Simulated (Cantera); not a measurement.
Mixture: CH₃OH : O₂ : N₂ : H₂O = 1 : 1.53 : 5.76 : 0.27 (molar parts), equivalence ratio 0.98, at 1.01 bar, adiabatic and at constant volume. Ignition delay is the time to a rise of 400 K.

Detailed kinetics in Cantera: GRI-Mech 3.0 (53 species, 325 reactions). GRI-Mech 3.0 was tuned for natural gas; its chemistry of methanol as a main component is partial and can be far from experiment.

Problem. What does this change do: pressure from 1.01 bar to 1.70 bar?

Solution. 
```
quantity                                                before       after
--------------------------------------------------  ----------  ----------
delay at 1225 K                                        5.65 ms     3.61 ms
delay at 1325 K                                        1.32 ms    0.837 ms
delay at 1425 K                                       0.394 ms    0.248 ms
delay at 1525 K                                       0.143 ms     89.4 µs
delay at 1625 K                                        60.9 µs     37.9 µs
delay at 1725 K                                        29.3 µs     18.1 µs
delay at 1825 K                                        15.5 µs     9.58 µs
apparent activation energy between 1625 and 1825 K  170 kJ/mol  170 kJ/mol
```

Problem. What does this change do: pressure from 1.01 bar to 2.20 bar?

Solution. 
```json
[
 {"quantity": "delay at 1225 K", "before": "5.65 ms", "after": "2.90 ms"},
 {"quantity": "delay at 1325 K", "before": "1.32 ms", "after": "0.671 ms"},
 {"quantity": "delay at 1425 K", "before": "0.394 ms", "after": "0.198 ms"},
 {"quantity": "delay at 1525 K", "before": "0.143 ms", "after": "71.1 µs"},
 {"quantity": "delay at 1625 K", "before": "60.9 µs", "after": "30.0 µs"},
 {"quantity": "delay at 1725 K", "before": "29.3 µs", "after": "14.3 µs"},
 {"quantity": "delay at 1825 K", "before": "15.5 µs", "after": "7.55 µs"},
 {"quantity": "apparent activation energy between 1625 and 1825 K", "before": "170 kJ/mol", "after": "170 kJ/mol"}
]
```
